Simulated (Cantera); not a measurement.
**Thermodynamics of hydrogen reduction and annealing atmospheres, feed NiS + H2**

Feed: 1 mol NiS, 470 mol H2, equilibrated at 1.30 mbar.

Method: chemical equilibrium by Gibbs-energy minimisation in Cantera with the NASA 1993 tables (ideal gas, pure condensed phases). Candidate condensed phases: Ni, NiS, NiS2, Ni3S2, Ni3S4, S; 9 gas species. Gases not in the tables: S3 to S7. The numbers say what is thermodynamically allowed, not how fast it happens.

| T (°C) | x H2 | x H | x H2S | x Ni | x SH | n Ni3S2(s) | n Ni(s) |
|---|---|---|---|---|---|---|---|
| 427 | 0.999 | <1e-12 | 0.000709 | <1e-12 | 2.54e-11 | 0.333 | 0 |
| 627 | 0.998 | 3.24e-9 | 0.00172 | <1e-12 | 3.20e-8 | 0.0959 | 0.712 |
| 827 | 0.998 | 7.16e-7 | 0.00212 | 1.74e-10 | 2.15e-6 | 0 | 1.00 |
| 1027 | 0.998 | 3.06e-5 | 0.00204 | 2.17e-7 | 3.31e-5 | 0 | 1.000 |
| 1227 | 0.997 | 0.000488 | 0.00161 | 3.96e-5 | 0.000199 | 0 | 0.980 |
| 1427 | 0.992 | 0.00407 | 0.000883 | 0.00205 | 0.000519 | 0 | 0 |
| 1627 | 0.974 | 0.0217 | 0.000371 | 0.00208 | 0.000750 | 0 | 0 |
x: gas mole fraction; n: condensed amount in mol.

At 427 °C the condensed part is Ni3S2(s). At 627 °C the condensed part is Ni(s) + Ni3S2(s). From 827 °C to 1227 °C the condensed part is Ni(s). From 1427 °C to 1627 °C nothing is condensed.
